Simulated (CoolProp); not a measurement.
A Linde-Hampson liquefier for nitrogen: isothermal reversible compression at 300 K from 1 atm to 15 MPa, throttling to 1 atm, return gas leaving the recuperator 0 K below the feed. Each further row changes one setting.

Computed with CoolProp (reference Helmholtz-energy equation of state, Span 2000).

```tsv
case	liquid yield per pass	compression work (kJ/kg of gas)
as stated	0.061	445
high pressure 30 MPa	0.089	511
warm-end temperature 330 K	0.045	492
warm-end gap 5 K	0.050	445
```
